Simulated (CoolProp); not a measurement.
A single-stage vapour-compression cycle with propane: evaporating at 249.15 K (dew point), condensing at 273.15 K (bubble point), superheat 5 K, subcooling 8 K, compressor efficiency 0.7, no pressure losses. Each further row changes one setting.

The numbers come from the reference Helmholtz-energy equation of state, Lemmon 2009 in CoolProp.

```csv
case,cooling COP,pressure ratio,discharge temperature (K),refrigerating effect (kJ/kg),volumetric capacity (kJ/m³)
as stated,6.93,2.25,292.8,375,1760
evaporating temperature 254.15 K,9.07,1.87,289.4,381,2120
condensing temperature 268.15 K,___,1.92,285.3,387,1810
subcooling 13 K,7.15,2.25,292.8,387,1810
superheat 15 K,6.89,2.25,___,391,1750
compressor efficiency 0.6,5.94,2.25,___,375,1760
```

Complete the blanks.


- condensing temperature 268.15 K, cooling COP: 8.91
- superheat 15 K, discharge temperature (K): 303.1
- compressor efficiency 0.6, discharge temperature (K): 297.9
